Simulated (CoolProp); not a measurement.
Properties of dodecamethylpentasiloxane (MD3M) along the isotherm 620 K (Tc = 628.0 K, pc = 0.9540 MPa, ω = 0.730).

Computed with CoolProp (reference Helmholtz-energy equation of state, Thol 2019).

```tsv
p (MPa)	phase	density (kg/m³)	cv (kJ/(kg K))	isothermal compressibility (1/MPa)
0.265	gas	…	2.097	4.311
0.53	gas	53.30	2.120	2.715
0.795	gas	…	2.167	3.732
1.06	liquid	444.1	2.161	0.2558
1.32	liquid	466.3	2.151	…
1.59	liquid	481.4	2.145	0.09962
1.85	liquid	492.6	2.140	0.07789
2.12	liquid	502.0	2.137	0.06382
2.38	liquid	509.8	2.134	0.05454
```

### Question
Complete the blanks.

### Answer

- 0.265, density (kg/m³): 22.37
- 0.795, density (kg/m³): 113.3
- 1.32, isothermal compressibility (1/MPa): 0.1426
